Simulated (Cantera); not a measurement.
Mixture: H₂ : O₂ : N₂ = 1 : 1.02 : 3.84 (molar parts), equivalence ratio 0.49, at 503 Torr, adiabatic and at constant volume. Ignition delay is the time to a rise of 400 K.

Detailed kinetics in Cantera: the H2/O2 subset of GRI-Mech 3.0, which has no nitrogen chemistry. Where the delays flatten at high temperature, the 400 K rule measures the pace of heat release, not the induction time.

Problem. What does this change do: pressure from 503 Torr to 7500 Torr?

Solution. 
```tsv
quantity	before	after
delay at 1000 K	0.313 ms	11.6 ms
delay at 1200 K	72.6 µs	68.7 µs
delay at 1400 K	39.3 µs	2.44 µs
delay at 1600 K	34.2 µs	1.13 µs
```
The hydrogen kinetics of GRI-Mech 3.0 are dated; newer H2 mechanisms differ, most at raised pressure.
